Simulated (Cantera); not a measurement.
Cantera run:

```python
import numpy as np
import cantera as ct

gas_names = """
    C CH CH2 CH3 CH2OH CH3O CH4 CH3OH CO CO2 COOH C2 C2H CHCO,ketyl C2H2,acetylene C2H2,vinylidene
    CH2CO,ketene C2H3,vinyl CH3CO,acetyl C2H4 C2H4O,ethylen CH3CHO,ethanal CH3COOH (HCOOH)2 C2H5 C2H6
    CH3OCH3 C2H5OH C2O C3 C3H3,propargyl C3H4,allene C3H4,propyne C3H4,cyclo- C3H5,allyl C3H6,propylene
    C3H6,cyclo- C3H6O C3H7,n-propyl C3H7,i-propyl C3H8 C3H8O,1propanol C3H8O,2propanol C3O2 C4 C4H2
    C4H4,1,3-cyclo- C4H6,butadiene C4H6,2-butyne C4H6,cyclo- C4H8,1-butene C4H8,cis2-buten
    C4H8,tr2-butene C4H8,isobutene C4H8,cyclo- (CH3COOH)2 C4H9,n-butyl C4H9,i-butyl C4H9,s-butyl
    C4H9,t-butyl C4H10,isobutane C4H10,n-butane C5 C5H6,1,3cyclo- C5H8,cyclo- C5H10,1-pentene
    C5H10,cyclo- C5H11,pentyl C5H11,t-pentyl C5H12,n-pentane C5H12,i-pentane CH3C(CH3)2CH3 C6H2
    C6H5,phenyl C6H5O,phenoxy C6H6 C6H5OH,phenol C6H10,cyclo- C6H12,1-hexene C6H12,cyclo- C6H13,n-hexyl
    C7H7,benzyl C7H8 C7H8O,cresol C7H14,1-heptene C7H15,n-heptyl C7H16,n-heptane C8H8,styrene
    C8H10,ethylbenz C8H16,1-octene C8H17,n-octyl C8H18,isooctane C8H18,n-octane C9H19,n-nonyl
    C10H8,naphthale C10H21,n-decyl C12H9,o-bipheny C12H10,bipheny H HCO HO2 H2 HCHO,formaldehy HCOOH H2O
    H2O2 O OH O2 O3
""".split()
cond_names = """
    C(gr) C6H6(L) C7H8(L) C8H18(L),n-octa H2O(s) H2O(L)
""".split()


def load(file, names, dense=False):
    # The tables refer to 1 bar. Condensed volumes are neglected.
    table = {s.name: s for s in ct.Species.list_from_file(file)}
    out = []
    for n in names:
        d = dict(table[n].input_data)
        d["thermo"] = dict(d["thermo"], **{"reference-pressure": 1e5})
        if dense:
            d["equation-of-state"] = {"model": "constant-volume", "density": "1e6 g/cm^3"}
        out.append(ct.Species.from_dict(d))
    return out


gas = ct.Solution(thermo="ideal-gas", species=load("nasa_gas.yaml", gas_names))
cond = {s.name: ct.Solution(thermo="fixed-stoichiometry", species=[s], name=s.name)
        for s in load("nasa_condensed.yaml", cond_names, dense=True)}
atoms = {
    'CO': {'C': 1, 'O': 1},
    'O2': {'O': 2},
    'H2': {'H': 2},
}
top_T = {'C(gr)': 4500}  # K; cautious upper limits of use, not melting points


def equilibrate(T, P, feed):
    n = {}
    for name, mol in feed.items():
        for a, k in atoms[name].items():
            n[a] = n.get(a, 0.0) + k * mol
    gas.TPX = T, P, n
    mass = sum(n.values()) * gas.mean_molecular_weight
    gas.equilibrate("TP")
    valid = [c for c in cond.values() if c.min_temp <= T <= top_T.get(c.name, c.max_temp)]
    mix = ct.Mixture([(gas, mass / gas.mean_molecular_weight)] + [(c, 0.0) for c in valid])
    mix.T, mix.P = T, P
    mix.equilibrate("TP", solver="vcs", rtol=1e-11, max_steps=5000)
    return mix


results = []
feed = {'CO': 1, 'O2': 0.02, 'H2': 0.4}  # mol
P = 133.322  # Pa
for T in [1175, 1375, 1575, 1775, 1975, 2175, 2375]:
    mix = equilibrate(T, P, feed)
    results.append((T, P, feed, dict(zip(mix.species_names, mix.species_moles))))

top = {s: max(r[3][s] / sum(r[3][g] for g in gas_names) for r in results) for s in gas_names}
cols = sorted((s for s in top if top[s] > 1e-06), key=lambda s: -top[s])[:6]
seen = [c for c in cond_names if any(r[3].get(c, 0) > 1e-12 for r in results)]
print("log10 of partial pressures in bar; condensed amounts in mol")
print(f"{'T/K':>10s}" + "".join(f"{s[:9]:>10s}" for s in cols + seen))
for T, P, feed, n in results:
    ng = sum(n[g] for g in gas_names)
    print(f"{T:10.4g}" + "".join(f"{np.log10(max(n[s] / ng * P / 1e5, 1e-99)):10.3f}" for s in cols)
          + "".join(f"{n.get(c, 0):10.4g}" for c in seen))
```

It prints:

```
log10 of partial pressures in bar; condensed amounts in mol
       T/K        CO        H2         H       CO2       H2O        OH
      1175    -3.033    -3.434    -8.629    -4.598    -4.892   -12.243
      1375    -3.031    -3.439    -7.185    -4.676    -4.769   -10.259
      1575    -3.030    -3.443    -6.103    -4.745    -4.697    -8.796
      1775    -3.029    -3.450    -5.263    -4.803    -4.653    -7.672
      1975    -3.032    -3.467    -4.597    -4.849    -4.631    -6.782
      2175    -3.042    -3.519    -4.071    -4.883    -4.644    -6.068
      2375    -3.064    -3.649    -3.675    -4.925    -4.744    -5.520
```

Equilibrium computed with Cantera from the NASA thermochemical tables; the gas is ideal and each condensed phase is pure.
